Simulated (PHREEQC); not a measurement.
1 kg of water holding 0.014 mol NaBr, 0.0034 mol KCl and 0.5 mol MgBr2 is evaporated at 30 °C; the solids stay in contact with the brine. The system is closed to CO2. The run lets Bischofite, Brucite, Carnallite, Halite, Sylvite, MgCl2_4H2O precipitate or redissolve, and no other solid.

All values are PHREEQC results (Pitzer model, pitzer.dat), not measurements.

```
water left (kg)  ionic strength  water activity  Na in solution (mol/kgw)  Mg in solution (mol/kgw)  Br in solution (mol/kgw)
---------------  --------------  --------------  ------------------------  ------------------------  ------------------------
1                          1.52           0.973                    0.0140                     0.500                      1.01
0.8219                     1.85           0.965                    0.0170                     0.608                      1.23
0.6755                     2.25           0.956                    0.0207                     0.740                      1.50
0.5552                     2.73           0.943                    0.0252                     0.901                      1.83
0.4563                     3.33           0.926                    0.0307                      1.10                      2.22
0.375                      4.05           0.903                    0.0373                      1.33                      2.70
0.3082                     4.92           0.872                    0.0454                      1.62                      3.29
```
